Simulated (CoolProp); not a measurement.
CH2F2 (R32) along the isobar 22 MPa: density (kg/m³) from the reference equation and from simpler models built on Tc = 351.3 K, pc = 5.783 MPa, ω = 0.277; each cubic takes its own stable root.

Computed with CoolProp (reference Helmholtz-energy equation of state, Tillner-Roth 1997).

```tsv
T (K)	phase	reference	van der Waals	Redlich-Kwong	Soave-Redlich-Kwong	Peng-Robinson
178.1	liquid	1349	702.4	1021	1039	1166
212.5	liquid	1269	675.0	967.7	990.6	1113
247	liquid	1185	645.9	908.4	933.1	1050
281.4	liquid	1096	614.9	842.8	865.3	973.2
315.8	liquid	997.8	581.6	770.5	785.5	881.0
350.3	liquid	887.2	545.8	691.5	692.0	770.8
384.7	supercritical	759.6	507.5	607.5	587.4	646.1
419.1	supercritical	618.3	466.7	522.7	482.9	523.2
```
